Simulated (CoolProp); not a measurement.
50 sccm (0 °C, 1 atm) of nitrogen bubbles through liquid ethylbenzene at 313.2 K and leaves saturated at a total pressure of 0.0425 MPa (ideal gas phase). Each further row changes one setting.

Computed with CoolProp (reference Helmholtz-energy equation of state, Zhou 2012).

```csv
case,vapour pressure (kPa),mole fraction of vapour,delivery (mg/min),delivery (sccm),change of delivery for a bath 1 K warmer (%)
as stated,2.88,0.0678,?,?,?
bath temperature 318.2 K,?,0.0870,?,4.77,5.5
total pressure 0.085 MPa,2.88,0.0339,8.31,?,?
```

**Question.** Some entries are withheld; supply them.

**Answer.** 
- as stated, delivery (mg/min): 17.2
- as stated, delivery (sccm): 3.64
- as stated, change of delivery for a bath 1 K warmer (%): 5.6
- bath temperature 318.2 K, vapour pressure (kPa): 3.70
- bath temperature 318.2 K, delivery (mg/min): 22.6
- total pressure 0.085 MPa, delivery (sccm): 1.75
- total pressure 0.085 MPa, change of delivery for a bath 1 K warmer (%): 5.4
